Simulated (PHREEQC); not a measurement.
Solution (85 °C): 0.28 mol/kgw HF, 0.084 mol/kgw NH4F and 0.0001 mol/kgw (NH4)2SiF6. Closed to the air; pH follows from the charge balance.

Model: ion-association model, phreeqc.dat, run in PHREEQC.

Task: The ionic strength comes out as 0.0862 mol/kgw. What activity coefficients do NH4+, H+, HF2-, F-, SiF6-2 get?

Result: NH4+ 0.73, H+ 0.81, HF2- 0.77, F- 0.75, SiF6-2 0.35.

This is a speciation only: nothing precipitates in the calculation. Complexes and solids missing from the database can't appear. Away from 25 °C the constants follow the database's enthalpies or fits; those with neither stay at their 25 °C values. SiF6-2 is the database's only silicon fluoride.
